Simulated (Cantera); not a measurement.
A closed system holds: 1 mol C₂H₅OH, 3.1 mol H₂, at 800 K and 0.100 bar.

Equilibrium computed with Cantera from the NASA thermochemical tables; the gas is ideal and each condensed phase is pure. Candidate condensed phases: C, C₆H₆, C₇H₈, C₈H₁₈, H₂O; 110 gas species. The numbers say what is thermodynamically allowed, not how fast it happens.

Base state: H₂ 0.773, H₂O 0.0814, CH₄ 0.0804, CO 0.0450, CO₂ 0.0200 (mole fractions); condensed: C(graphite).

Task: What changes in the equilibrium state with this change: pressure from 0.100 bar to 7.40 bar?

Result: 
```
species            before    after
----------------  -------  -------
CH₄                0.0804    0.469
H₂                  0.773    0.299
H₂O                0.0814    0.223
CO                 0.0450  0.00228
CO₂                0.0200  0.00716
C₂H₆              1.67e-7  1.47e-5
C(graphite), mol     1.13        0
```
